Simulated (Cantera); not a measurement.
Thermodynamics of calcination and drying, feed Ca(OH)2 + H2O + CO2

Feed: 1 mol Ca(OH)2, 0.041 mol H2O, 0.019 mol CO2, held at 7.50 Torr.

Equilibrium computed with Cantera from the NASA thermochemical tables; the gas is ideal and each condensed phase is pure. Candidate condensed phases: C, C6H6, C7H8, C8H18, Ca, CaCO3, CaO, Ca(OH)2, H2O; 115 gas species. Equilibrium is a limit: real reactors are often held back by kinetics, nucleation or transport.

```
T (K)  log p H2O  log p H2  log p CO2  log p O2  log p OH  n CaO(s)
-----  ---------  --------  ---------  --------  --------  --------
1398       -2.01     -5.47      -3.75     -5.79     -6.30      1.00
1448       -2.01     -5.26      -3.75     -5.57     -6.04      1.00
1498       -2.01     -5.06      -3.75     -5.38     -5.79     1.000
1548       -2.01     -4.87      -3.75     -5.19     -5.56     1.000
1598       -2.01     -4.69      -3.75     -5.01     -5.35     1.000
1648       -2.01     -4.52      -3.75     -4.85     -5.15     1.000
1698       -2.01     -4.37      -3.75     -4.70     -4.96     1.000
1748       -2.01     -4.22      -3.76     -4.55     -4.78     1.000
1798       -2.01     -4.08      -3.76     -4.42     -4.61     1.000
1848       -2.02     -3.95      -3.77     -4.29     -4.45     1.000
1898       -2.02     -3.83      -3.78     -4.17     -4.30     1.000
1948       -2.02     -3.71      -3.79     -4.05     -4.16     1.000
```
log p: log10 of the partial pressure in bar; n: condensed amount in mol.

From 1398 K to 1948 K the condensed part is CaO(s). The main Ca-bearing gas is Ca(OH)2 throughout.
